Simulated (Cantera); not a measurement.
Charge: 1 mol CuO, 0.42 mol H2, 1.6 mol H2O, equilibrated at 1875 K and 22.0 Pa.

Equilibrium computed with Cantera from the NASA thermochemical tables; the gas is ideal and each condensed phase is pure. Candidate condensed phases: Cu, CuO, Cu(OH)2, Cu2O, H2O; 12 gas species. Kinetics and transport are ignored.

Base state: H2O 0.575, Cu 0.297, O2 0.0876, OH 0.0169, H2 0.0138, H 0.00519, O 0.00480, CuO 0.000158 (mole fractions); condensed: gas only.

What changes in the equilibrium state with this change: temperature from 1875 K to 1973 K?


```csv
species,before,after
H2O,0.575,0.537
Cu,0.297,0.290
O2,0.0876,0.0899
H2,0.0138,0.0284
OH,0.0169,0.0276
H,0.00519,0.0153
O,0.00480,0.0110
Cu2,4.07e-5,2.09e-5
CuO,0.000158,0.000142
```
